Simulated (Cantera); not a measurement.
A perfectly stirred reactor is fed with H2 : O2 = 0.013 : 1 (molar parts), equivalence ratio 0.0065, at 20.0 Torr; it is held at 923 K, and followed from long to short residence time.

Detailed kinetics in Cantera: the H2/O2 subset of GRI-Mech 3.0, which has no nitrogen chemistry. Radical loss at walls, strong at low pressure, is not modelled. Below about 950 K walls govern HO2 and H2O2 in real vessels.

**Question.** What does this change do: O2 1 to 0.53 parts?

**Answer.** 
```csv
quantity,before,after
x(H2) at τ = 0.360 s,0.000580,0.000838
x(O2) at τ = 0.360 s,0.987,0.975
x(H) at τ = 0.360 s,2.70e-5,4.66e-5
x(H2O) at τ = 0.360 s,0.0123,0.0233
x(O) at τ = 0.360 s,0.000396,0.000496
x(H2) at τ = 22.0 ms,0.00246,0.00359
x(O2) at τ = 22.0 ms,0.985,0.973
x(H) at τ = 22.0 ms,0.000319,0.000604
x(H2O) at τ = 22.0 ms,0.0101,0.0200
x(O) at τ = 22.0 ms,0.00140,0.00190
```

**Question.** What does this change do: H2 0.013 to 0.025 parts?

**Answer.** 
```
quantity                 before     after
---------------------  --------  --------
x(H2) at τ = 0.360 s   0.000580  0.000848
x(O2) at τ = 0.360 s      0.987     0.975
x(H) at τ = 0.360 s     2.70e-5   4.73e-5
x(H2O) at τ = 0.360 s    0.0123    0.0237
x(O) at τ = 0.360 s    0.000396  0.000498
x(H2) at τ = 22.0 ms    0.00246   0.00363
x(O2) at τ = 22.0 ms      0.985     0.973
x(H) at τ = 22.0 ms    0.000319  0.000615
x(H2O) at τ = 22.0 ms    0.0101    0.0204
x(O) at τ = 22.0 ms     0.00140   0.00192
```
